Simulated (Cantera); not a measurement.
Input: 1 mol Si, 0.82 mol HCl, 7 mol H2, held at 1600 K and 0.133 bar.

These are equilibrium values from Cantera (NASA tables, ideal gas, pure condensed phases), not measurements of a reactor. Candidate condensed phases: Si; 19 gas species. The tables' values for SiCl3 are old estimates; treat these amounts as uncertain. Kinetics and transport are ignored.

Base state: H2 0.914, HCl 0.0678, SiCl2 0.0173, SiCl3 0.000612, H 0.000142, SiHCl3 0.000104, SiCl4 5.33e-5, SiH2Cl2 3.37e-5 (mole fractions); condensed: Si(s).

Question: What changes in the equilibrium state with this change: HCl from 0.82 to 3.4 mol?

Answer: 
```csv
species,before,after
H2,0.914,0.772
HCl,0.0678,0.136
SiCl2,0.0173,0.0827
SiCl4,5.33e-5,0.00121
SiCl3,0.000612,0.00638
SiHCl3,0.000104,0.000994
"Si(s), mol",0.858,0.0545
```
The tables' values for SiCl3, SiCl are old estimates; treat these amounts as uncertain.

Question: What changes in the equilibrium state with this change: temperature from 1600 K to 1248.15 K?

Answer: 
```tsv
species	before	after
H2	0.914	0.930
HCl	0.0678	0.0505
SiCl2	0.0173	0.00689
H	0.000142	1.24e-6
SiCl4	5.33e-5	0.00572
Si(s), mol	0.858	0.853
```

Question: What changes in the equilibrium state with this change: 0.15 mol H2O added?

Answer: 
| species | before | after |
|---|---|---|
| H2 | 0.914 | 0.898 |
| HCl | 0.0678 | 0.0657 |
| SiO | 0 | 0.0185 |
| SiCl2 | 0.0173 | 0.0165 |
| SiCl4 | 5.33e-5 | 4.86e-5 |
| SiHCl3 | 0.000104 | 9.59e-5 |
| SiCl3 | 0.000612 | 0.000571 |
| SiH2Cl2 | 3.37e-5 | 3.17e-5 |
| Si(s), mol | 0.858 | 0.710 |
Further candidate phases: H2O, SiO2.
